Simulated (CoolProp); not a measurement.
Saturation properties of normal hydrogen.

Computed with CoolProp (reference Helmholtz-energy equation of state, Leachman 2009).

```
T (K)     p (bar)  liquid cp (kJ/(kg K))    vapour Z  surface tension (mN/m)
-----  ----------  ---------------------  ----------  ----------------------
21.8   (withheld)                  10.64      0.8771                    1.67
23.1        2.094                  11.57      0.8481                    1.44
24.4   (withheld)             (withheld)      0.8157                    1.23
25.7        3.710                  14.10      0.7796                    1.01
27.1   (withheld)                  16.16      0.7359                   0.784
28.4        6.154                  18.98  (withheld)                   0.581
29.7        7.661                  23.68      0.6362                   0.388
31          9.416                  33.76      0.5705                   0.212
32.3        11.45                  75.85      0.4771              (withheld)
```

Question: Some entries are withheld; supply them.

Answer: 
- 21.8, p (bar): 1.510
- 24.4, p (bar): 2.821
- 24.4, liquid cp (kJ/(kg K)): 12.69
- 27.1, p (bar): 4.869
- 28.4, vapour Z: 0.6898
- 32.3, surface tension (mN/m): 0.0734

It boils at 20.4 K under 1 atm.

Surface tension comes from a separate correlation (Mulero 2012).
